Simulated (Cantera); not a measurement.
A diamond (100) surface in a fixed gas of H2 with x(CH4) = 0.0085, x(H) = 0.00071, x(CH3) = 0.00061, 1400 Pa; coverages are run to steady state.

Detailed kinetics in Cantera: the Harris–Goodwin 1993 mechanism for the reconstructed diamond (100) surface.

θ: site fractions in the mechanism's names (c6HH fully hydrogenated, c6H* and c6*H radical sites, c6** diradical, c6HM methylated).

```csv
T (K),growth (µm/h),θ c6HH,θ c6H*,θ c6*H,θ c6**,θ c6HM
925,1.51,0.402,0.00720,0.185,0.00254,0.316
1000,…,0.466,0.0139,0.284,0.00563,0.167
1075,…,0.509,0.0231,0.389,0.0104,0.0441
1150,…,0.490,0.0314,0.445,0.0150,0.00811
1225,…,0.462,0.0387,0.472,0.0191,0.00149
1300,…,0.443,0.0453,0.484,0.0229,0.000286
1375,…,0.435,0.0512,0.487,0.0256,6.05e-5
```

Fill in the missing entries.


- 1000, growth (µm/h): 1.64
- 1075, growth (µm/h): 0.902
- 1150, growth (µm/h): 0.505
- 1225, growth (µm/h): 0.460
- 1300, growth (µm/h): 0.378
- 1375, growth (µm/h): 0.164
